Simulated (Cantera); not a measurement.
A perfectly stirred reactor is fed with 8.14 % CO, 0.334 % H2, 10.1 % O2, 81.4 % N2, equivalence ratio 0.42, at 1.97 atm; it is adiabatic with a 700 K inlet, and is followed from long to short residence time, starting on the burning branch (τ in s: 0.41, 0.11, 0.031, 0.0087, 0.0024, 0.00068, 0.00019, 5.2e-05, 1.5e-05, 4.1e-06).

Cantera simulation using GRI-Mech 3.0 (53 species, 325 reactions); the numbers are that mechanism's predictions, not measurements.

Q: Predict: blow-out, bracketed by the residence times tried; x(CO) at τ = 0.410 s; x(H2) at τ = 0.410 s; x(O2) at τ = 0.410 s; x(H) at τ = 0.410 s; x(H2O) at τ = 0.410 s; x(CO) at τ = 0.680 ms; x(H2) at τ = 0.680 ms; x(O2) at τ = 0.680 ms.

A: blow-out, bracketed by the residence times tried: burning at 8.70 ms, out at 2.40 ms
x(CO) at τ = 0.410 s: 0.000682
x(H2) at τ = 0.410 s: 3.75e-6
x(O2) at τ = 0.410 s: 0.0614
x(H) at τ = 0.410 s: 1.57e-6
x(H2O) at τ = 0.410 s: 0.00345
x(CO) at τ = 0.680 ms: 0.0814
x(H2) at τ = 0.680 ms: 0.00334
x(O2) at τ = 0.680 ms: 0.101
